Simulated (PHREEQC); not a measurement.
Dissolve 6.8 mmol/kgw CuSO4, 0.087 mmol/kgw CaCl2, 160 mmol/kgw HCl and 1.8 mmol/kgw Na2SO4 at 75 °C. Closed to the air; pH follows from the charge balance.

Computed with PHREEQC (ion-association model, phreeqc.dat).

| quantity | before | after |
|---|---|---|
| pH | 0.92 | 0.92 |
| ionic strength (mol/kgw) | 0.169 | 0.167 |
| HSO4- (mol/kgw) | 0.00805 | 0.00637 |
| SO4-2 (mol/kgw) | 0.000510 | 0.000398 |
| Ca+2 (mol/kgw) | 8.37e-5 | 8.44e-5 |
| CaHSO4+ (mol/kgw) | 2.44e-6 | 1.96e-6 |
| SI of Gypsum (CaSO4:2H2O) | -3.73 | -3.83 |

### Question
What was changed between the two runs?
A) Na2SO4 left out
B) CaCl2 from 8.7e-05 to 4.35e-05 mol/kgw
C) CuSO4 left out
D) CaCl2 from 8.7e-05 to 0.00087 mol/kgw

### Answer
A, Na2SO4 left out

Precipitation was switched off in this run. Constants without temperature data keep their 25 °C values here.
